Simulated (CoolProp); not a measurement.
R227EA at 439.43 K and 0.586 MPa flows at 11 m/s in a round tube of 25 mm bore and 1.5 µm roughness, fully developed (64/Re and Nu = 3.66 if laminar; Colebrook and Gnielinski if turbulent). Each further row changes one setting.

The numbers come from the reference Helmholtz-energy equation of state, Lemmon 2016 in CoolProp.

```
case             Reynolds number  Darcy friction factor  pressure drop (Pa/m)  heat-transfer coefficient (W/(m² K))  mass flow (kg/h)
---------------  ---------------  ---------------------  --------------------  ------------------------------------  ----------------
as stated                 456000                    [?]                   [?]                                   [?]               [?]
velocity 22 m/s           912000                 0.0130                  3560                                  1150              1100
diameter 50 mm            912000                 0.0124                   427                                   [?]              2210
```

Problem. Some entries are withheld; supply them.

Solution. 
- as stated, Darcy friction factor: 0.0141
- as stated, pressure drop (Pa/m): 972
- as stated, heat-transfer coefficient (W/(m² K)): 628
- as stated, mass flow (kg/h): 552
- diameter 50 mm, heat-transfer coefficient (W/(m² K)): 548

Viscosity comes from a separate model (Huber 2003), an estimate that may be off by 10 % or more. Thermal conductivity comes from a separate model (Huber 2003), an estimate that may be off by 10 % or more.
